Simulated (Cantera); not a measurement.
A counterflow diffusion flame at 1.00 atm, nozzles 20 mm apart: fuel side 63.6 % CO, 3.94 % H₂, 32.4 % CH₄ at 475 K, oxidiser side 27.0 % O₂, 73.0 % N₂ at 700 K, fuel mass flux 0.92 times the oxidiser's; mixture-averaged transport, no radiation.

Model: GRI-Mech 3.0 (53 species, 325 reactions), integrated in Cantera. GRI-Mech 3.0 has no aromatics or soot, which form on the fuel side of real flames. The maximum strain rate includes the flame's own expansion and is several times the mean.

x: mole fraction; the columns are a selection and need not sum to one.

| oxidiser flux (kg/m²/s) | max strain (1/s) | mean strain (1/s) | T max (K) | peak x OH | peak x H | peak x NO | peak x CO | peak x C₂H₂ |
|---|---|---|---|---|---|---|---|---|
| 0.61 | 431 | 108 | 2348 | 0.0146 | 0.00774 | 0.000490 | 0.636 | 0.0108 |
| 0.75 | 522 | 132 | 2330 | 0.0145 | 0.00804 | 0.000442 | 0.636 | 0.0106 |
| 0.94 | 643 | 166 | 2311 | 0.0144 | 0.00836 | 0.000397 | 0.636 | 0.0104 |
| 1.2 | ? | 212 | 2294 | 0.0143 | 0.00871 | 0.000356 | 0.636 | 0.0102 |
| 1.4 | 933 | 247 | 2283 | 0.0142 | 0.00893 | 0.000332 | 0.636 | 0.0101 |
| 1.8 | ? | 317 | 2266 | 0.0141 | 0.00928 | ? | 0.636 | 0.00986 |
| 2.2 | 1430 | 388 | 2256 | 0.0140 | 0.00960 | 0.000273 | 0.636 | 0.00973 |
| 2.8 | 1800 | 494 | 2239 | 0.0138 | 0.00991 | 0.000241 | 0.636 | 0.00942 |
| 3.4 | 2160 | 600 | 2224 | 0.0135 | 0.0101 | 0.000217 | 0.636 | 0.00912 |
| 4.3 | 2690 | 758 | 2206 | 0.0132 | 0.0104 | 0.000187 | 0.636 | 0.00869 |

Q: Fill in the missing entries.

A: 
- 1.2, max strain (1/s): 808
- 1.8, max strain (1/s): 1180
- 1.8, peak x NO: 0.000297
